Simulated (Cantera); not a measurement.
An isothermal plug-flow reactor at 700 K and 1.00 bar (inlet), inlet velocity 0.51 m/s, active area per volume 1000 1/m; feed 1.31 % CO, 3.33 % O2, 93.9 % N2, 1.43 % H2O.

Detailed kinetics in Cantera: Deutschmann's 1995 Pt surface mechanism with GRI-Mech 3.0 gas chemistry. Catalytic surfaces can have several steady states; this one follows from the mechanism file's or the stated starting coverage. Mass transfer to the wall is taken as infinitely fast.

One state of this run: x CO = 0.0124; x O2 = 0.0329; x H2O = 0.0143; x CO2 = 0.000726; θ free Pt = 0.0443; θ O* = 0.00526; θ OH* = 0.000356; θ CO* = 0.950. x: gas mole fraction; θ: surface coverage.

Task: Which value of z (m) does it belong to?
(A) 0.00033
(B) 0.0071
(C) 0.0015
(D) 0.015

Result: A, 0.00033
